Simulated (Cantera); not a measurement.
**Adiabatic ignition**

An adiabatic, constant-pressure homogeneous reactor starts with 6.59 % CH₄, 19.1 % O₂, 71.8 % N₂, 2.50 % CO₂, equivalence ratio 0.69, at 1200 K and 620000 Pa.

Model: GRI-Mech 3.0 (53 species, 325 reactions), integrated in Cantera.

| t (s) | T (K) | x CH₄ | x O₂ | x CO | x C₂H₄ | x C₂H | x CH₂ |
|---|---|---|---|---|---|---|---|
| 2.00e-6 | 1200 | 0.0659 | 0.191 | <1e-12 | <1e-12 | <1e-12 | <1e-12 |
| 4.69e-6 | 1200 | 0.0659 | 0.191 | <1e-12 | <1e-12 | <1e-12 | <1e-12 |
| 1.10e-5 | 1200 | 0.0659 | 0.191 | <1e-12 | <1e-12 | <1e-12 | <1e-12 |
| 2.57e-5 | 1200 | 0.0659 | 0.191 | 6.06e-12 | <1e-12 | <1e-12 | <1e-12 |
| 6.02e-5 | 1200 | 0.0659 | 0.191 | 7.40e-11 | 1.27e-11 | <1e-12 | <1e-12 |
| 0.000141 | 1200 | 0.0659 | 0.191 | 1.17e-9 | 2.56e-10 | <1e-12 | <1e-12 |
| 0.000331 | 1200 | 0.0659 | 0.191 | 2.64e-8 | 7.18e-9 | <1e-12 | <1e-12 |
| 0.000775 | 1200 | 0.0658 | 0.191 | 6.23e-7 | 1.21e-7 | <1e-12 | <1e-12 |
| 0.00181 | 1201 | 0.0657 | 0.191 | 8.45e-6 | 8.86e-7 | <1e-12 | 1.28e-12 |
| 0.00425 | 1205 | 0.0649 | 0.190 | 0.000140 | 1.25e-5 | <1e-12 | 9.54e-12 |
| 0.00996 | 2453 | <1e-12 | 0.0578 | 0.00415 | <1e-12 | <1e-12 | <1e-12 |
| 0.0233 | 2443 | <1e-12 | 0.0550 | 0.00403 | <1e-12 | <1e-12 | <1e-12 |
| 0.0547 | 2441 | <1e-12 | 0.0545 | 0.00401 | <1e-12 | <1e-12 | <1e-12 |
| 0.128 | 2441 | <1e-12 | 0.0545 | 0.00401 | <1e-12 | <1e-12 | <1e-12 |
| 0.300 | 2441 | <1e-12 | 0.0545 | 0.00401 | <1e-12 | <1e-12 | <1e-12 |
x: mole fraction; the columns are a selection and need not sum to one.

- time of steepest temperature rise = 6.88 ms
- temperature at 0.300 s = 2441 K
- equilibrium temperature = 2441 K
- x(CH₄) at 0.300 s = <1e-12 (gas-phase equilibrium <1e-12)
- x(O₂) at 0.300 s = 0.0545 (gas-phase equilibrium 0.0545)
- x(CO) at 0.300 s = 0.00401 (gas-phase equilibrium 0.00401)
